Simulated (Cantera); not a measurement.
**Thermodynamics of silicon epitaxy and polysilicon growth, feed SiCl4 + HCl + H2**

A closed system holds: 1 mol SiCl4, 0.15 mol HCl, 13 mol H2, held at 10.0 mbar.

Cantera equilibrium calculation (NASA polynomials, part measured and part estimated; ideal gas, pure solids and liquids). Candidate condensed phases: Si; 19 gas species. The tables' values for SiCl3 are old estimates; treat these amounts as uncertain. Rates play no part.

```csv
T (°C),log p H2,log p HCl,log p SiCl2,log p SiCl4,log p SiHCl3,log p SiCl3,log p SiH2Cl2,log p H,n Si(s)
675,-2.04,-3.63,-5.30,-3.23,-3.99,-5.03,-5.74,-10.30,0
750,-2.05,-3.43,-4.56,-3.28,-3.97,-4.58,-5.62,-9.41,0.0265
825,-2.06,-3.21,-4.06,-3.38,-4.06,-4.29,-5.66,-8.64,0.0688
900,-2.07,-3.05,-3.67,-3.56,-4.21,-4.11,-5.76,-7.96,0.0802
975,-2.08,-2.95,-3.41,-3.87,-4.46,-4.07,-5.91,-7.37,0.0482
1050,-2.09,-2.90,-3.27,-4.32,-4.81,-4.17,-6.14,-6.85,0.00116
1125,-2.10,-2.87,-3.22,-4.83,-5.21,-4.34,-6.42,-6.37,0
```
log p: log10 of the partial pressure in bar; n: condensed amount in mol.

At 675 °C nothing is condensed. From 750 °C to 1050 °C the condensed part is Si(s). At 1125 °C nothing is condensed. The main Si-bearing gas is SiCl4 at 675 °C and SiCl2 at 1125 °C.
